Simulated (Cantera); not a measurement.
A perfectly stirred reactor is fed with C2H6 : H2 = 1 : 9.5 (molar parts), at 0.0110 bar; it is held at 1348 K, and followed from long to short residence time.

Detailed kinetics in Cantera: GRI-Mech 3.0 (53 species, 325 reactions). GRI-Mech 3.0 stops at C3 and has no aromatics, soot or wall deposition, so with more carbon than oxygen in the feed, carbon stays in small species such as C2H2 where larger ones or solid carbon would form. Radical loss at walls, strong at low pressure, is not modelled.

One state of this run: x C2H6 = 0.0438; x H2 = 0.888; x C2H = 3.34e-10; x C2H4 = 0.0270; x H = 0.000259; x CH4 = 0.0375. x: mole fraction; the columns are a selection and need not sum to one.

### Question
Which value of τ (s) does it belong to?
A. 0.29
B. 0.0077
C. 0.019
D. 0.047

### Answer
B, 0.0077
